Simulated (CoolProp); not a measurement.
Vapour-liquid equilibrium of CH2F2 (R32) (1) + propylene (2) at 1.84 MPa; x and y are mole fractions of (1).

The numbers come from the multi-fluid Helmholtz-energy mixture model, Tillner-Roth 1997 and Lemmon 2013; pair parameters Bell 2016 in CoolProp.

Problem. Give the bubble temperature and the first vapour's composition at x = 0.125, 0.5, 0.875. Is there an azeotrope?

Solution. x = 0.125: 307.7 K, y = 0.249; x = 0.5: 296.6 K, y = 0.576; x = 0.875: 297.3 K, y = 0.825. y crosses x between x = 0.65 and 0.725: the model has an azeotrope there.

Pair parameters are fitted to limited data, so mixtures are less certain than the pure fluids.
